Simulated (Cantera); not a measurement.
## Stirred combustor or abatement burner

A perfectly stirred reactor is fed with CH₄ : O₂ : N₂ : CO₂ = 1 : 2.41 : 8.19 : 2.8 (molar parts), equivalence ratio 0.83, at 0.520 bar; it is adiabatic with a 573 K inlet, and is followed from long to short residence time, starting on the burning branch (τ in s: 0.17, 0.081, 0.038, 0.018, 0.0081, 0.0038, 0.0018, 0.00082, 0.00038, 0.00018, 8.2e-05).

Detailed kinetics in Cantera: GRI-Mech 3.0 (53 species, 325 reactions).

```
τ (s)    T (K)     x CH₄    x O₂  x CO₂    x C₂H₆     x NO    x N₂O  x CH₂CO
-------  -----  --------  ------  -----  --------  -------  -------  -------
0.17      1888   7.19e-6  0.0304  0.258  2.96e-11  5.52e-5  1.35e-7  1.02e-9
0.081     1871   1.20e-5  0.0314  0.256  6.78e-11  4.03e-5  1.47e-7  2.24e-9
0.038     1847   2.02e-5  0.0327  0.253  1.55e-10  2.97e-5  1.48e-7  4.70e-9
0.018     1816   3.46e-5  0.0344  0.249  3.57e-10  2.24e-5  1.39e-7  9.25e-9
0.0081    1776   6.29e-5  0.0367  0.243  9.22e-10  1.71e-5  1.25e-7  1.85e-8
0.0038    1731  0.000115  0.0391  0.238   2.50e-9  1.33e-5  1.11e-7  3.64e-8
0.0018    1683  0.000219  0.0419  0.232   7.69e-9  1.01e-5  9.78e-8  7.71e-8
0.00082   1627  0.000471  0.0455  0.226   3.25e-8  6.98e-6  8.36e-8  2.07e-7
0.00038   1562   0.00122  0.0511  0.218   2.55e-7  3.96e-6  6.52e-8  8.72e-7
0.00018    573    0.0694   0.167  0.194    <1e-12   <1e-12   <1e-12   <1e-12
8.2e-5     573    0.0694   0.167  0.194    <1e-12   <1e-12   <1e-12   <1e-12
```
x: mole fraction; the columns are a selection and need not sum to one.
